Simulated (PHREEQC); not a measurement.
Make-up at 21 °C: 0.0025 mol/kgw CdSO4, 0.0038 mol/kgw NaCl and 0.046 mol/kgw HCl. Closed to the air; pH follows from the charge balance.

Equilibrium calculation in PHREEQC: ion-association model, phreeqc.dat.

This is a speciation only: nothing precipitates in the calculation.

Task: Order these S species by the share of S that they hold, largest first: CdSO4, SO4-2, NaSO4-, HSO4-.

Result: HSO4- (64 %), SO4-2 (34 %), CdSO4 (1.5 %), NaSO4- (0.29 %)

Task: Order these Cd species by the share of Cd that they hold, largest first: CdCl2, CdCl3-, Cd+2, CdSO4, CdCl+.

Result: CdCl+ (60 %), Cd+2 (30 %), CdCl2 (7.8 %), CdSO4 (1.5 %), CdCl3- (0.22 %)

The pH is 1.42 and the ionic strength 0.0528 mol/kgw. Species that the database lacks are ignored.
